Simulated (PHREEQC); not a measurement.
A solution holds 5.8 mmol/kgw H2S, 0.63 mmol/kgw NaCl and 45 mmol/kgw ZnCl2, at 25 °C. Closed to the air; pH follows from the charge balance.

Equilibrium calculation in PHREEQC: ion-association model, wateq4f.dat.

Q: The ionic strength comes out as 0.126 mol/kgw. What activity coefficients do ZnCl3-, ZnCl+, Na+, Cl-, Zn+2 get?

A: ZnCl3- 0.75, ZnCl+ 0.75, Na+ 0.77, Cl- 0.75, Zn+2 0.37.

No solid was allowed to form. Examples of supersaturated solids here: ZnS(a), Sphalerite (slow to form). Others may be too. The polysulfide entries of wateq4f.dat were taken out for this run.
